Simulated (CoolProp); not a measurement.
Model: reference Helmholtz-energy equation of state, Penoncello 2003, in CoolProp.

For CHF3 (R23), give the phase and the cp (kJ/(kg K)), speed of sound (m/s), Joule-Thomson coefficient (K/MPa), conductivity (mW/(m K)) at 411.9 K and 0.475 MPa; 467 K and 0.0104 MPa; 327 K and 1.14 MPa.


- 411.9 K and 0.475 MPa: gas; cp 0.898, speed of sound 236, Joule-Thomson coefficient 5.15, conductivity 20.1
- 467 K and 0.0104 MPa: gas; cp 0.953, speed of sound 252, Joule-Thomson coefficient 3.69, conductivity 22.5
- 327 K and 1.14 MPa: gas; cp 0.838, speed of sound 205, Joule-Thomson coefficient 9.84, conductivity 16.6

Thermal conductivity comes from a separate model (Shan 2000).
